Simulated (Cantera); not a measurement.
Chlorosilane synthesis and conversion: SiCl4 + Cl2 + H2

A closed system holds: 1 mol SiCl4, a varied amount of Cl2, 0.49 mol H2, equilibrated at 875 °C and 310000 Pa.

Method: chemical equilibrium by Gibbs-energy minimisation in Cantera with the NASA 1993 tables (ideal gas, pure condensed phases). Candidate condensed phases: Si; 19 gas species. The numbers say what is thermodynamically allowed, not how fast it happens.

```
n(Cl2) (mol)  x SiCl4  x HCl    x Cl2      x Cl  x SiCl3      x H2
------------  -------  -----  -------  --------  -------  --------
0.5             0.502  0.492  0.00497  0.000108  1.75e-7   2.71e-8
0.63            0.472  0.462   0.0658  0.000391  4.50e-8   1.81e-9
0.8             0.437  0.428    0.135  0.000560  2.91e-8  7.54e-10
1               0.401  0.393    0.204  0.000689  2.17e-8  4.21e-10
1.3             0.358  0.351    0.290  0.000821  1.63e-8  2.37e-10
1.6             0.323  0.317    0.359  0.000913  1.32e-8  1.56e-10
2               0.286  0.281    0.432   0.00100  1.07e-8  1.01e-10
```
x: gas mole fraction; nothing condenses.

From 0.5 mol Cl2 to 2 mol Cl2 nothing is condensed. The main Si-bearing gas is SiCl4 throughout.
